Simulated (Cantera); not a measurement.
Input: 1 mol Al(CH3)3, 11 mol O2, 140 mol H2, at 1052 °C and 13.0 Pa.

These are equilibrium values from Cantera (NASA tables, ideal gas, pure condensed phases), not measurements of a reactor. Candidate condensed phases: Al, Al2O3, C, C6H6, C7H8, C8H18, H2O; 121 gas species. The feed counts by its element totals alone. Rates play no part.

Base state: H2 0.862, H2O 0.117, CO 0.0190, CO2 0.00138, H 0.000133 (mole fractions); condensed: Al2O3(s).

Task: What changes in the equilibrium state with this change: temperature from 1052 °C to 1227 °C?

Result: 
| species | before | after |
|---|---|---|
| H2 | 0.862 | 0.861 |
| H2O | 0.117 | 0.118 |
| CO | 0.0190 | 0.0193 |
| H | 0.000133 | 0.00143 |
| CO2 | 0.00138 | 0.00102 |
| Al2O3(s), mol | 0.500 | 0.500 |

Task: What changes in the equilibrium state with this change: Al(CH3)3 replaced by AlCl3?

Result: 
| species | before | after |
|---|---|---|
| H2 | 0.862 | 0.834 |
| H2O | 0.117 | 0.145 |
| HCl | 0 | 0.0212 |
| CO | 0.0190 | 0 |
| CO2 | 0.00138 | 0 |
| H | 0.000133 | 0.000131 |
| Al2O3(s), mol | 0.500 | 0.500 |
Further candidate phases: AlCl3.
